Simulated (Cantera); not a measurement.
What does this Cantera script print?

```python
import numpy as np
import cantera as ct

gas_names = """
    H HNO HNO2 HNO3 HO2 H2 H2O H2O2 N NH NH2 NH3 NH2OH NO NO2 NO3 N2 N2H2 N2H4 N2O O OH O2 O3 Si SiH
    SiH2 SiH3 SiH4 SiN SiO SiO2 Si2 Si2N Si3
""".split()
cond_names = """
    H2O(s) H2O(L) Si(cr) Si(L) SiO2(Lqz) SiO2(hqz) SiO2(L) Si2N2O(s) Si3N4(a)
""".split()


# ... load() reads the species with a 1 bar reference pressure and builds the phases ...
atoms = {
    'Si': {'Si': 1},
    'H2O': {'H': 2, 'O': 1},
    'N2': {'N': 2},
}
top_T = {'Si2N2O(s)': 2100, 'Si3N4(a)': 2400}  # K; cautious upper limits of use, not melting points


# ... equilibrate(T, P, feed) seeds the gas with the atoms and calls Mixture.equilibrate('TP', solver="vcs", rtol=1e-11, max_steps=5000) ...
results = []
feed = {'Si': 1, 'H2O': 0.0065, 'N2': 1}  # mol
P = 3  # Pa
for T in [975, 1075, 1175, 1275, 1375, 1475, 1575, 1675, 1775]:
    mix = equilibrate(T, P, feed)
    results.append((T, P, feed, dict(zip(mix.species_names, mix.species_moles))))

top = {s: max(r[3][s] / sum(r[3][g] for g in gas_names) for r in results) for s in gas_names}
cols = sorted((s for s in top if top[s] > 0.0001), key=lambda s: -top[s])[:9]
seen = [c for c in cond_names if any(r[3].get(c, 0) > 1e-12 for r in results)]
print("log10 of partial pressures in bar; condensed amounts in mol")
print(f"{'T/K':>10s}" + "".join(f"{s[:9]:>10s}" for s in cols + seen))
for T, P, feed, n in results:
    ng = sum(n[g] for g in gas_names)
    print(f"{T:10.4g}" + "".join(f"{np.log10(max(n[s] / ng * P / 1e5, 1e-99)):10.3f}" for s in cols)
          + "".join(f"{n.get(c, 0):10.4g}" for c in seen))
```

It prints:

```
log10 of partial pressures in bar; condensed amounts in mol
       T/K        N2        Si        H2       SiO         H       Si2      Si2N       SiN    Si(cr)     Si(L) Si2N2O(s)  Si3N4(a)
       975    -4.531   -20.855    -6.244   -16.928   -12.064   -30.785   -26.289   -21.518         0         0    0.0065     0.329
      1075    -4.531   -17.385    -6.244   -14.005   -10.955   -25.399   -21.856   -18.445         0         0    0.0065     0.329
      1175    -4.531   -14.510    -6.244   -11.588   -10.034   -20.938   -18.185   -15.899         0         0    0.0065     0.329
      1275    -4.531   -12.091    -6.244    -9.556    -9.255   -17.184   -15.098   -13.758         0         0  0.006497     0.329
      1375    -4.531   -10.027    -6.245    -7.825    -8.588   -13.985   -12.467   -11.932         0         0  0.006329    0.3291
      1475    -4.538    -8.243    -6.257    -6.332    -8.016   -11.217   -10.195   -10.356         0         0  0.001082    0.3308
      1575    -4.529    -7.241    -6.737    -6.717    -7.750    -9.913    -9.316    -9.529    0.9915         0         0         0
      1675    -4.535    -6.363    -6.781    -6.722    -7.325    -8.772    -8.555    -8.811    0.9782         0         0         0
      1775    -4.563    -5.659    -6.899    -6.750    -6.988    -7.911    -8.043    -8.261         0    0.9112         0         0
```

These are equilibrium values from Cantera (NASA tables, ideal gas, pure condensed phases), not measurements of a reactor. N2 is the only nitrogen source here; it is nearly inert below about 1500 K, so the nitride shown seldom forms there in practice. Mutual solubility and eutectic melting of coexisting phases are not modelled. The tables' values for SiN are old estimates; treat these amounts as uncertain.
